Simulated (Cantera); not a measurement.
A freely propagating, adiabatic, planar premixed flame of 52.2 % H₂, 10.0 % O₂, 37.8 % N₂, equivalence ratio 2.6, unburnt at 575 K and 0.355 atm; mixture-averaged transport, grid criteria slope 0.08 and curve 0.16, no radiation.

Model: the H2/O2 subset of GRI-Mech 3.0, which has no nitrogen chemistry, integrated in Cantera. Burning velocities carry a grid error of a few per cent, more on coarse grids.

Q: Predict: laminar burning velocity; thermal thickness; peak x(O); peak x(OH); peak x(HO₂).

A: laminar burning velocity: 694 cm/s
thermal thickness: 1.75 mm
peak x(O): 0.00275
peak x(OH): 0.00219
peak x(HO₂): 0.000102
